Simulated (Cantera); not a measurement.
A perfectly stirred reactor is fed with 10.5 % CH4, 89.5 % H2, at 0.0263 atm; it is held at 1948 K, and followed from long to short residence time.

Model: GRI-Mech 3.0 (53 species, 325 reactions), integrated in Cantera. GRI-Mech 3.0 stops at C3 and has no aromatics, soot or wall deposition, so with more carbon than oxygen in the feed, carbon stays in small species such as C2H2 where larger ones or solid carbon would form. Radical loss at walls, strong at low pressure, is not modelled.

Question: Predict: x(CH4) at τ = 7.50 s; x(H2) at τ = 7.50 s; x(C2H) at τ = 7.50 s; x(C2H2) at τ = 7.50 s; x(C2H6) at τ = 7.50 s; x(CH4) at τ = 97.0 ms; x(H2) at τ = 97.0 ms; x(C2H) at τ = 97.0 ms; x(C2H2) at τ = 97.0 ms; x(C2H6) at τ = 97.0 ms.

Answer: 
```json
{
  "x(CH4) at τ = 7.50 s": "0.00163",
  "x(H2) at τ = 7.50 s": "0.945",
  "x(C2H) at τ = 7.50 s": "4.86e-6",
  "x(C2H2) at τ = 7.50 s": "0.0466",
  "x(C2H6) at τ = 7.50 s": "2.61e-8",
  "x(CH4) at τ = 97.0 ms": "0.0213",
  "x(H2) at τ = 97.0 ms": "0.936",
  "x(C2H) at τ = 97.0 ms": "2.52e-6",
  "x(C2H2) at τ = 97.0 ms": "0.0369",
  "x(C2H6) at τ = 97.0 ms": "2.72e-6"
}
```
